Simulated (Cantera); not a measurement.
Mixture: H2 : O2 : N2 : H2O = 1 : 0.5 : 1.88 : 0.77 (molar parts), equivalence ratio 1.0, at 2.40 bar, adiabatic and at constant volume. Ignition delay is the time to a rise of 400 K.

Cantera simulation using the H2/O2 subset of GRI-Mech 3.0, which has no nitrogen chemistry; the numbers are that mechanism's predictions, not measurements. The hydrogen kinetics of GRI-Mech 3.0 are dated; newer H2 mechanisms differ, most at raised pressure. Where the delays flatten at high temperature, the 400 K rule measures the pace of heat release, not the induction time.

Problem. Predict: delay at 1125 K; delay at 1275 K; delay at 1425 K; delay at 1575 K; delay at 1725 K.

Solution. 
| Item | Result |
|---|---|
| delay at 1125 K | 0.953 ms |
| delay at 1275 K | 24.3 µs |
| delay at 1425 K | 9.89 µs |
| delay at 1575 K | 6.09 µs |
| delay at 1725 K | 4.60 µs |
